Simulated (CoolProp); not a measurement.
Vapour-liquid equilibrium of 1-butene (1) + n-butane (2) at 0.179 bar; x and y are mole fractions of (1).

Model: multi-fluid Helmholtz-energy mixture model, Lemmon 2005 and Bücker 2006; pair parameters Bell 2016, in CoolProp.

```json
[
 {"x": "0.05", "bubble temperature, mixture model (K)": "234.0", "bubble temperature, Raoult's law (K)": "234.1", "y, mixture model": "0.065", "y, Raoult's law": "0.064"},
 {"x": "0.2", "bubble temperature, mixture model (K)": "233.1", "bubble temperature, Raoult's law (K)": "233.3", "y, mixture model": "0.250", "y, Raoult's law": "0.245"},
 {"x": "0.35", "bubble temperature, mixture model (K)": "232.3", "bubble temperature, Raoult's law (K)": "232.5", "y, mixture model": "0.418", "y, Raoult's law": "0.412"},
 {"x": "0.5", "bubble temperature, mixture model (K)": "231.5", "bubble temperature, Raoult's law (K)": "231.8", "y, mixture model": "0.569", "y, Raoult's law": "0.566"},
 {"x": "0.65", "bubble temperature, mixture model (K)": "230.8", "bubble temperature, Raoult's law (K)": "231.0", "y, mixture model": "0.706", "y, Raoult's law": "0.708"},
 {"x": "0.8", "bubble temperature, mixture model (K)": "230.2", "bubble temperature, Raoult's law (K)": "230.4", "y, mixture model": "0.834", "y, Raoult's law": "0.839"},
 {"x": "0.95", "bubble temperature, mixture model (K)": "229.7", "bubble temperature, Raoult's law (K)": "229.7", "y, mixture model": "0.958", "y, Raoult's law": "0.961"}
]
```

The largest gap from Raoult's law is -0.3 K in bubble temperature, at x = 0.5. No azeotrope shows between x = 0.05 and 0.95.

The pair parameters rest on a limited set of measurements; away from them the model extrapolates.
